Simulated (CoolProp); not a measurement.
Computed with CoolProp (reference Helmholtz-energy equation of state, Thol 2014).

Give the vapour pressure (kPa), liquid density (kg/m³), vapour density (kg/m³), enthalpy of vaporisation (kJ/kg) of saturated diethyl ether at 414.7, 441.3, 450.2 K.


| T (K) | p (kPa) | liquid density (kg/m³) | vapour density (kg/m³) | enthalpy of vaporisation (kJ/kg) |
|---|---|---|---|---|
| 414.7 | 1530 | 536 | 46.4 | 230 |
| 441.3 | 2430 | 470 | 84.6 | 172 |
| 450.2 | 2810 | 440 | 107 | 145 |
